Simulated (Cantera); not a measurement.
Input: 1 mol AlCl₃, 2.5 mol H₂O, 2.5 mol N₂, equilibrated at 2125 K and 0.133 bar.

Equilibrium computed with Cantera from the NASA thermochemical tables; the gas is ideal and each condensed phase is pure. Gases not in the tables: Al(OH)₃. The numbers say what is thermodynamically allowed, not how fast it happens.

```csv
species,before,after
N₂,0.379,0.469
HCl,0.428,0.458
Cl,0.0260,0.0304
H₂O,0.149,0.00242
AlCl₃,3.75e-5,0.0221
H₂,0.0144,0.0121
O₂,0.000393,1.48e-7
AlCl₂,7.09e-6,0.00358
AlCl,2.05e-6,0.000886
OH,0.00153,2.72e-5
O,8.97e-5,1.74e-6
NO,0.000318,6.86e-6
"Al₂O₃(s), mol",0.500,0.429
```
Gas species are given as mole fractions.

Q: Name the change that produced these shifts.
A. pressure from 0.133 bar to 0.00120 bar
B. temperature from 2125 K to 1225 K
C. temperature from 2125 K to 1848.15 K
D. H₂O from 2.5 to 1.3 mol

A: D, H₂O from 2.5 to 1.3 mol. The tables' values for AlCl₂ are old estimates; treat these amounts as uncertain
